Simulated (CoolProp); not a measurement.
Saturation properties of methane.

Computed with CoolProp (reference Helmholtz-energy equation of state, Setzmann 1991).

| T (°C) | p (bar) | liquid cp (kJ/(kg K)) | surface tension (mN/m) | vapour viscosity (µPa s) |
|---|---|---|---|---|
| -167.05 | 0.6244 | 3.444 | 14.0 | 4.02 |
| -160.75 | 1.076 | 3.486 | 12.8 | 4.28 |
| -154.35 | 1.757 | 3.538 | 11.5 | 4.54 |
| -147.95 | 2.723 | 3.601 | 10.3 | 4.79 |
| -141.65 | 4.015 | 3.678 | 9.12 | 5.05 |
| -135.25 | 5.742 | 3.775 | 7.94 | 5.32 |
| -128.95 | 7.919 | 3.899 | 6.81 | 5.60 |
| -122.55 | 10.68 | 4.065 | 5.68 | 5.92 |
| -116.15 | 14.09 | 4.295 | 4.59 | 6.28 |
| -109.85 | 18.13 | 4.624 | 3.56 | 6.71 |
| -103.45 | 23.03 | 5.155 | 2.56 | 7.27 |
| -97.05 | 28.83 | 6.134 | 1.63 | 8.03 |
| -90.75 | 35.53 | 8.543 | 0.796 | 9.19 |

It boils at -161.5 °C under 1 atm.

Viscosity comes from a separate model (Quiñones-Cisneros 2006). Surface tension comes from a separate correlation (Mulero 2012).
